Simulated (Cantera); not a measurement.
A perfectly stirred reactor is fed with 72.1 % NO, 27.9 % N2, at 0.0247 atm; it is held at 1900 K, and followed from long to short residence time.

Model: GRI-Mech 3.0 (53 species, 325 reactions), integrated in Cantera. Radical loss at walls, strong at low pressure, is not modelled.

Question: Predict: x(NO) at τ = 27.0 s; x(NO2) at τ = 27.0 s; x(N2) at τ = 27.0 s; x(O) at τ = 27.0 s; x(O2) at τ = 27.0 s; x(NO) at τ = 0.160 s; x(NO2) at τ = 0.160 s; x(N2) at τ = 0.160 s; x(O) at τ = 0.160 s; x(O2) at τ = 0.160 s.

Answer: 
```
Item                     Result
---------------------  --------
x(NO) at τ = 27.0 s       0.329
x(NO2) at τ = 27.0 s   0.000101
x(N2) at τ = 27.0 s       0.475
x(O) at τ = 27.0 s     0.000867
x(O2) at τ = 27.0 s       0.195
x(NO) at τ = 0.160 s      0.718
x(NO2) at τ = 0.160 s   3.55e-5
x(N2) at τ = 0.160 s      0.280
x(O) at τ = 0.160 s    0.000241
x(O2) at τ = 0.160 s    0.00146
```
